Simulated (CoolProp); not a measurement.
Vapour-liquid equilibrium of acetone (1) + cyclohexane (2) at 197.65 °C; x and y are mole fractions of (1).

Values from CoolProp's multi-fluid Helmholtz-energy mixture model, Lemmon 2006 and Zhou 2014; pair parameters Bell 2016.

```
x     bubble pressure, mixture model (kPa)  bubble pressure, Raoult's law (kPa)  y, mixture model  y, Raoult's law
----  ------------------------------------  -----------------------------------  ----------------  ---------------
0.05                                  1503                                 1364             0.142            0.097
0.15                                  1821                                 1500             0.312            0.266
0.25                                  2054                                 1636             0.416            0.406
0.35                                  2234                                 1772             0.495            0.525
0.45                                  2377                                 1908             0.563            0.626
0.55                                  2494                                 2044             0.630            0.715
0.65                                  2585                                 2180             0.698            0.792
0.75                                  2648                                 2316             0.772            0.860
0.85                                  2680                                 2452             0.854            0.921
0.95                                  2675                                 2588             0.948            0.975
```

The largest gap from Raoult's law is +26.1 % in bubble pressure, at x = 0.35. y crosses x between x = 0.85 and 0.95: the model has an azeotrope there.

Pair parameters are fitted to limited data, so mixtures are less certain than the pure fluids.
